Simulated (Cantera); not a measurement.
An adiabatic, constant-pressure homogeneous reactor starts with CH4 : CO : O2 : N2 : CO2 = 1 : 0.74 : 4.47 : 16.8 : 1.7 (molar parts), equivalence ratio 0.53, at 1575 K and 42000 Pa. Integrator tolerance rtol = 1e-08.

Cantera simulation using GRI-Mech 3.0 (53 species, 325 reactions); the numbers are that mechanism's predictions, not measurements.

### Question
What does this change do: constant volume in place of constant pressure?

### Answer
```tsv
quantity	before	after
time of steepest temperature rise	1.07 ms	1.04 ms
temperature at 1.00 s	2397 K	2514 K
equilibrium temperature	2397 K	2514 K
x(CH4) at 1.00 s	<1e-12 (gas-phase equilibrium <1e-12)	<1e-12 (gas-phase equilibrium <1e-12)
x(CO) at 1.00 s	0.0141 (gas-phase equilibrium 0.0141)	0.0200 (gas-phase equilibrium 0.0200)
x(O2) at 1.00 s	0.0835 (gas-phase equilibrium 0.0835)	0.0836 (gas-phase equilibrium 0.0836)
x(NO2) at 1.00 s	4.53e-6 (gas-phase equilibrium 4.53e-6)	6.23e-6 (gas-phase equilibrium 6.23e-6)
x(OH) at 1.00 s	0.00885 (gas-phase equilibrium 0.00885)	0.0113 (gas-phase equilibrium 0.0113)
x(C2H) at 1.00 s	<1e-12 (gas-phase equilibrium <1e-12)	<1e-12 (gas-phase equilibrium <1e-12)
```

### Question
What does this change do: pressure from 42000 Pa to 1000000 Pa?

### Answer
| quantity | before | after |
|---|---|---|
| time of steepest temperature rise | 1.07 ms | 84.3 µs |
| temperature at 1.00 s | 2397 K | 2493 K |
| equilibrium temperature | 2397 K | 2493 K |
| x(CH4) at 1.00 s | <1e-12 (gas-phase equilibrium <1e-12) | <1e-12 (gas-phase equilibrium <1e-12) |
| x(CO) at 1.00 s | 0.0141 (gas-phase equilibrium 0.0141) | 0.00539 (gas-phase equilibrium 0.00539) |
| x(O2) at 1.00 s | 0.0835 (gas-phase equilibrium 0.0835) | 0.0802 (gas-phase equilibrium 0.0802) |
| x(NO2) at 1.00 s | 4.53e-6 (gas-phase equilibrium 4.53e-6) | 2.29e-5 (gas-phase equilibrium 2.29e-5) |
| x(OH) at 1.00 s | 0.00885 (gas-phase equilibrium 0.00885) | 0.00555 (gas-phase equilibrium 0.00555) |
| x(C2H) at 1.00 s | <1e-12 (gas-phase equilibrium <1e-12) | <1e-12 (gas-phase equilibrium <1e-12) |

### Question
What does this change do: CO 0.74 to 0.49 parts?

### Answer
```json
[
 {"quantity": "time of steepest temperature rise", "before": "1.07 ms", "after": "1.08 ms"},
 {"quantity": "temperature at 1.00 s", "before": "2397 K", "after": "2368 K"},
 {"quantity": "equilibrium temperature", "before": "2397 K", "after": "2368 K"},
 {"quantity": "x(CH4) at 1.00 s", "before": "<1e-12 (gas-phase equilibrium <1e-12)", "after": "<1e-12 (gas-phase equilibrium <1e-12)"},
 {"quantity": "x(CO) at 1.00 s", "before": "0.0141 (gas-phase equilibrium 0.0141)", "after": "0.0110 (gas-phase equilibrium 0.0110)"},
 {"quantity": "x(O2) at 1.00 s", "before": "0.0835 (gas-phase equilibrium 0.0835)", "after": "0.0880 (gas-phase equilibrium 0.0880)"},
 {"quantity": "x(NO2) at 1.00 s", "before": "4.53e-6 (gas-phase equilibrium 4.53e-6)", "after": "4.69e-6 (gas-phase equilibrium 4.69e-6)"},
 {"quantity": "x(OH) at 1.00 s", "before": "0.00885 (gas-phase equilibrium 0.00885)", "after": "0.00817 (gas-phase equilibrium 0.00817)"},
 {"quantity": "x(C2H) at 1.00 s", "before": "<1e-12 (gas-phase equilibrium <1e-12)", "after": "<1e-12 (gas-phase equilibrium <1e-12)"}
]
```
